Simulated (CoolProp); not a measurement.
Vapour-liquid equilibrium of R22 (1) + R11 (2) at 305.5 K; x and y are mole fractions of (1).

The numbers come from the multi-fluid Helmholtz-energy mixture model, Kamei 1995 and Jacobsen 1992; pair parameters Bell 2016 in CoolProp.

```csv
x,bubble pressure (MPa),y at the bubble point,dew pressure at overall composition x (MPa),liquid density (mol/L)
0.05,(withheld),0.386,0.1432,(withheld)
0.15,0.3598,0.651,0.1594,10.99
0.25,0.4839,0.757,0.1795,11.25
0.35,(withheld),0.817,0.2054,11.51
0.45,0.6962,0.858,0.2399,11.79
0.55,0.7934,0.889,0.2880,12.06
0.65,0.8897,0.916,(withheld),12.35
0.75,0.9885,(withheld),(withheld),12.65
0.85,(withheld),0.964,0.6754,12.95
0.95,1.206,(withheld),1.032,13.27
```

**Question.** Complete the blanks.

**Answer.** 
- 0.05, bubble pressure (MPa): 0.2168
- 0.05, liquid density (mol/L): 10.74
- 0.35, bubble pressure (MPa): 0.5944
- 0.65, dew pressure at overall composition x (MPa): 0.3592
- 0.75, y at the bubble point: 0.940
- 0.75, dew pressure at overall composition x (MPa): 0.4736
- 0.85, bubble pressure (MPa): 1.093
- 0.95, y at the bubble point: 0.988

No azeotrope shows between x = 0.05 and 0.95.

Pair parameters are fitted to limited data, so mixtures are less certain than the pure fluids.
